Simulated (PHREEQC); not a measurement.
Solution (20 °C): 13 mmol/kgw KHCO3 and 26 mmol/kgw Na2SO4. Closed to the air; pH follows from the charge balance.

Model: ion-association model, wateq4f.dat, run in PHREEQC.

Question: The ionic strength comes out as 0.0851 mol/kgw. What activity coefficients do SO4-2, KSO4-, Na+, HCO3-, K+ get?

Answer: SO4-2 0.40, KSO4- 0.80, Na+ 0.79, HCO3- 0.80, K+ 0.78.

Precipitation was switched off in this run. Species that the database lacks are ignored.
